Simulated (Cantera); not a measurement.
## Silicon oxide and oxynitride deposition: SiCl₄ + NO + N₂

Input: 1 mol SiCl₄, a varied amount of NO, 29 mol N₂, at 1027 °C and 52.0 Pa.

Cantera equilibrium calculation (NASA polynomials, part measured and part estimated; ideal gas, pure solids and liquids). Candidate condensed phases: Si, SiO₂, Si₂N₂O, Si₃N₄; 23 gas species. The tables' values for SiCl₃ are old estimates; treat these amounts as uncertain. The tables hold silica as quartz up to 1696 K and as liquid above; real silica turns to tridymite and cristobalite and melts near 1996 K. The numbers say what is thermodynamically allowed, not how fast it happens.

```tsv
n(NO) (mol)	x N₂	x O₂	x Cl	x SiCl₄	x Cl₂	x NO	x SiCl₃	n SiO₂(β-quartz)
0.32	0.953	1.75e-12	0.0186	0.0274	0.00117	1.26e-9	4.01e-5	0.160
0.43	0.949	5.25e-12	0.0240	0.0255	0.00195	2.17e-9	2.89e-5	0.215
0.56	0.944	1.40e-11	0.0300	0.0232	0.00305	3.54e-9	2.10e-5	0.280
0.73	0.938	3.80e-11	0.0373	0.0203	0.00469	5.81e-9	1.48e-5	0.365
0.96	0.930	1.11e-10	0.0462	0.0164	0.00721	9.88e-9	9.68e-6	0.480
1.3	0.920	4.16e-10	0.0580	0.0109	0.0114	1.90e-8	5.10e-6	0.650
1.7	0.909	2.13e-9	0.0702	0.00456	0.0166	4.28e-8	1.77e-6	0.850
2.2	0.898	0.00296	0.0781	5.03e-9	0.0206	5.02e-5	1.76e-12	1.00
2.8	0.891	0.0117	0.0771	1.21e-9	0.0201	9.92e-5	<1e-12	1.00
3.7	0.881	0.0242	0.0756	5.39e-10	0.0193	0.000142	<1e-12	1.00
4.9	0.868	0.0399	0.0737	2.95e-10	0.0183	0.000181	<1e-12	1.00
6.4	0.853	0.0582	0.0714	1.79e-10	0.0173	0.000217	<1e-12	1.00
8.4	0.835	0.0803	0.0687	1.11e-10	0.0159	0.000252	<1e-12	1.00
```
x: gas mole fraction; n: condensed amount in mol.

From 0.32 mol NO to 8.4 mol NO the condensed part is SiO₂(β-quartz).
